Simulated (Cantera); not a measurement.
Charge: 1 mol Si2Cl6, 0.023 mol HCl, 180 mol H2, at 1073.15 K and 100000 Pa.

Cantera equilibrium calculation (NASA polynomials, part measured and part estimated; ideal gas, pure solids and liquids). Candidate condensed phases: Si; 19 gas species. The feed counts by its element totals alone. The tables' values for SiCl3 are old estimates; treat these amounts as uncertain. Kinetics and transport are ignored.

Base state: H2 0.984, HCl 0.00870, SiHCl3 0.00381, SiCl4 0.00275, SiH2Cl2 0.000617, SiCl3 0.000160, SiCl2 0.000150, SiH3Cl 2.62e-5 (mole fractions); condensed: Si(s).

Problem. What changes in the equilibrium state with this change: temperature from 1073.15 K to 873.15 K?

Solution. 
```
species       before     after
----------  --------  --------
H2             0.984     0.989
SiHCl3       0.00381   0.00514
SiCl4        0.00275   0.00372
HCl          0.00870   0.00154
SiCl2       0.000150   3.02e-6
SiCl3       0.000160   1.38e-5
SiH3Cl       2.62e-5   1.96e-5
SiH2Cl2     0.000617  0.000648
Si(s), mol     0.636     0.268
```
